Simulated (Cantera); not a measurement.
What does this Cantera script print?

```python
import numpy as np
import cantera as ct

gas = ct.Solution("gri30.yaml")


def delay(T, t_max=10):
    gas.TPX = T, 810000, {'CH4': 1, 'O2': 2, 'N2': 7.52, 'CO2': 2.2}
    reactor = ct.IdealGasReactor(gas, clone=False)
    net = ct.ReactorNet([reactor])
    net.rtol, net.atol = 1e-8, 1e-16
    while net.time < t_max:
        t_old, T_old = net.time, reactor.T
        net.step()
        if reactor.T > T + 400:  # ignition: a rise of 400 K
            return t_old + (T + 400 - T_old) / (reactor.T - T_old) * (net.time - t_old)
    return np.nan


taus = []
for T in [1250, 1325, 1400, 1475, 1550]:
    taus.append(delay(T))
    print(f"T0 = {T:6g} K   tau = {taus[-1]:.4e} s")

# d ln(tau) / d ln(k), from doubling and halving each rate constant
T, sens = 1325, []
for i in range(gas.n_reactions):
    gas.set_multiplier(2.0, i)
    up = delay(T)
    gas.set_multiplier(0.5, i)
    down = delay(T)
    gas.set_multiplier(1.0, i)
    sens.append((np.log(up / down) / np.log(4.0), gas.reaction(i).equation))
sens.sort(key=lambda x: -abs(x[0]))
print(f"sensitivities at {T} K")
for s, eq in sens[:10]:
    print(f"{s:8.3f}  {eq}")
```

Result:

```
T0 =   1250 K   tau = 4.0238e-03 s
T0 =   1325 K   tau = 1.7293e-03 s
T0 =   1400 K   tau = 7.8024e-04 s
T0 =   1475 K   tau = 3.6655e-04 s
T0 =   1550 K   tau = 1.7879e-04 s
sensitivities at 1325 K
   0.539  2 CH3 (+M) <=> C2H6 (+M)
  -0.379  CH3 + O2 <=> CH3O + O
  -0.323  CH3 + HO2 <=> CH3O + OH
  -0.302  CH3 + O2 <=> CH2O + OH
  -0.293  CH2O + O2 <=> HCO + HO2
   0.257  CH4 + H <=> CH3 + H2
  -0.220  H + O2 <=> O + OH
  -0.138  CH2O + CH3 <=> CH4 + HCO
   0.128  CH4 + OH <=> CH3 + H2O
  -0.117  CH3O + O2 <=> CH2O + HO2
```

Computed with Cantera and GRI-Mech 3.0 (53 species, 325 reactions).
